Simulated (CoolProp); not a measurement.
R134a at 298.15 K and 0.417 MPa is compressed adiabatically to 2.61 MPa with isentropic efficiency 0.75. Each further row changes one setting.

The numbers come from the reference Helmholtz-energy equation of state, Tillner-Roth 1994 in CoolProp.

```json
[
 {"case": "as stated", "work (kJ/kg)": "…", "final temperature (K)": "382.4", "final density (kg/m³)": "…"},
 {"case": "efficiency 1", "work (kJ/kg)": "41.0", "final temperature (K)": "…", "final density (kg/m³)": "…"},
 {"case": "efficiency 0.65", "work (kJ/kg)": "63.1", "final temperature (K)": "…", "final density (kg/m³)": "…"}
]
```

Problem. Fill in the missing entries.

Solution. 
- as stated, work (kJ/kg): 54.7
- as stated, final density (kg/m³): 112
- efficiency 1, final temperature (K): 372.1
- efficiency 1, final density (kg/m³): 121
- efficiency 0.65, final temperature (K): 389.0
- efficiency 0.65, final density (kg/m³): 107
